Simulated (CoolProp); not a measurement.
Vapour-liquid equilibrium of ethanol (1) + isohexane (2) at 142.45 °C; x and y are mole fractions of (1).

Computed with CoolProp (multi-fluid Helmholtz-energy mixture model, Schroeder 2014 and Lemmon 2006; pair parameters Bell 2016).

```json
[
 {"x": "0.05", "bubble pressure, mixture model (MPa)": "0.8799", "bubble pressure, Raoult's law (MPa)": "0.7828", "y, mixture model": "0.130", "y, Raoult's law": "0.052"},
 {"x": "0.125", "bubble pressure, mixture model (MPa)": "0.9878", "bubble pressure, Raoult's law (MPa)": "0.7848", "y, mixture model": "0.256", "y, Raoult's law": "0.129"},
 {"x": "0.2", "bubble pressure, mixture model (MPa)": "1.059", "bubble pressure, Raoult's law (MPa)": "0.7867", "y, mixture model": "0.337", "y, Raoult's law": "0.205"},
 {"x": "0.275", "bubble pressure, mixture model (MPa)": "1.105", "bubble pressure, Raoult's law (MPa)": "0.7887", "y, mixture model": "0.395", "y, Raoult's law": "0.282"},
 {"x": "0.35", "bubble pressure, mixture model (MPa)": "1.132", "bubble pressure, Raoult's law (MPa)": "0.7907", "y, mixture model": "0.438", "y, Raoult's law": "0.358"},
 {"x": "0.425", "bubble pressure, mixture model (MPa)": "(withheld)", "bubble pressure, Raoult's law (MPa)": "0.7926", "y, mixture model": "0.474", "y, Raoult's law": "0.433"},
 {"x": "0.5", "bubble pressure, mixture model (MPa)": "1.152", "bubble pressure, Raoult's law (MPa)": "0.7946", "y, mixture model": "0.505", "y, Raoult's law": "0.508"},
 {"x": "0.575", "bubble pressure, mixture model (MPa)": "1.149", "bubble pressure, Raoult's law (MPa)": "0.7966", "y, mixture model": "0.535", "y, Raoult's law": "0.583"},
 {"x": "0.65", "bubble pressure, mixture model (MPa)": "1.137", "bubble pressure, Raoult's law (MPa)": "0.7985", "y, mixture model": "0.568", "y, Raoult's law": "0.657"},
 {"x": "0.725", "bubble pressure, mixture model (MPa)": "1.115", "bubble pressure, Raoult's law (MPa)": "0.8005", "y, mixture model": "0.607", "y, Raoult's law": "0.732"},
 {"x": "0.8", "bubble pressure, mixture model (MPa)": "1.075", "bubble pressure, Raoult's law (MPa)": "0.8025", "y, mixture model": "(withheld)", "y, Raoult's law": "0.805"},
 {"x": "0.875", "bubble pressure, mixture model (MPa)": "(withheld)", "bubble pressure, Raoult's law (MPa)": "0.8044", "y, mixture model": "0.738", "y, Raoult's law": "0.879"},
 {"x": "0.95", "bubble pressure, mixture model (MPa)": "0.9059", "bubble pressure, Raoult's law (MPa)": "0.8064", "y, mixture model": "0.864", "y, Raoult's law": "0.952"}
]
```

**Question.** Complete the blanks.

**Answer.** 
- 0.425, bubble pressure, mixture model (MPa): 1.147
- 0.8, y, mixture model: 0.660
- 0.875, bubble pressure, mixture model (MPa): 1.010

The largest gap from Raoult's law is +45.0 % in bubble pressure, at x = 0.5. y crosses x between x = 0.5 and 0.575: the model has an azeotrope there.

The pair parameters rest on a limited set of measurements; away from them the model extrapolates.
